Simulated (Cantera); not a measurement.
A perfectly stirred reactor is fed with 41.5 % H₂, 12.2 % O₂, 46.1 % N₂, 0.150 % NO, at 1.88 atm; it is adiabatic with a 725 K inlet, and is followed from long to short residence time, starting on the burning branch (τ in s: 0.078, 0.038, 0.018, 0.0088, 0.0042, 0.002, 0.00099, 0.00048, 0.00023, 0.00011, 5.4e-05).

Cantera simulation using GRI-Mech 3.0 (53 species, 325 reactions); the numbers are that mechanism's predictions, not measurements. The mechanism lacks 2 NO + O2 → 2 NO2 and HONO, so NO2 and the effect of NO are under-described below about 1400 K.

x: mole fraction; the columns are a selection and need not sum to one.

```json
[
 {"τ (s)": "0.078", "T (K)": "2478", "x H₂": "0.190", "x O₂": "(withheld)", "x NO": "0.000318", "x N₂": "0.524", "x OH": "0.00225", "x O": "6.02e-5", "x HO₂": "4.34e-8"},
 {"τ (s)": "0.038", "T (K)": "2475", "x H₂": "0.190", "x O₂": "(withheld)", "x NO": "0.000384", "x N₂": "0.523", "x OH": "0.00234", "x O": "6.52e-5", "x HO₂": "4.96e-8"},
 {"τ (s)": "0.018", "T (K)": "2469", "x H₂": "0.190", "x O₂": "(withheld)", "x NO": "0.000489", "x N₂": "0.523", "x OH": "0.00251", "x O": "7.58e-5", "x HO₂": "6.30e-8"},
 {"τ (s)": "0.0088", "T (K)": "2459", "x H₂": "0.189", "x O₂": "(withheld)", "x NO": "0.000626", "x N₂": "0.523", "x OH": "0.00281", "x O": "9.67e-5", "x HO₂": "8.94e-8"},
 {"τ (s)": "0.0042", "T (K)": "2441", "x H₂": "0.189", "x O₂": "(withheld)", "x NO": "0.000807", "x N₂": "0.522", "x OH": "0.00333", "x O": "0.000140", "x HO₂": "1.44e-7"},
 {"τ (s)": "0.0020", "T (K)": "2412", "x H₂": "0.187", "x O₂": "(withheld)", "x NO": "0.00102", "x N₂": "0.520", "x OH": "0.00412", "x O": "0.000227", "x HO₂": "2.52e-7"},
 {"τ (s)": "0.00099", "T (K)": "2372", "x H₂": "0.186", "x O₂": "(withheld)", "x NO": "0.00122", "x N₂": "0.518", "x OH": "0.00515", "x O": "0.000378", "x HO₂": "4.33e-7"},
 {"τ (s)": "0.00048", "T (K)": "2316", "x H₂": "0.183", "x O₂": "(withheld)", "x NO": "0.00140", "x N₂": "0.516", "x OH": "0.00641", "x O": "0.000651", "x HO₂": "7.45e-7"},
 {"τ (s)": "0.00023", "T (K)": "2240", "x H₂": "0.179", "x O₂": "(withheld)", "x NO": "0.00153", "x N₂": "0.513", "x OH": "0.00777", "x O": "0.00110", "x HO₂": "1.26e-6"},
 {"τ (s)": "0.00011", "T (K)": "2143", "x H₂": "0.175", "x O₂": "(withheld)", "x NO": "0.00159", "x N₂": "0.508", "x OH": "0.00894", "x O": "0.00178", "x HO₂": "2.12e-6"},
 {"τ (s)": "5.4e-5", "T (K)": "2032", "x H₂": "0.170", "x O₂": "(withheld)", "x NO": "0.00162", "x N₂": "0.504", "x OH": "0.00958", "x O": "0.00262", "x HO₂": "3.54e-6"}
]
```

### Question
Fill in the missing entries.

### Answer

- 0.078, x O₂: 4.15e-5
- 0.038, x O₂: 4.99e-5
- 0.018, x O₂: 6.68e-5
- 0.0088, x O₂: 9.71e-5
- 0.0042, x O₂: 0.000153
- 0.0020, x O₂: 0.000251
- 0.00099, x O₂: 0.000410
- 0.00048, x O₂: 0.000686
- 0.00023, x O₂: 0.00115
- 0.00011, x O₂: 0.00192
- 5.4e-5, x O₂: 0.00311
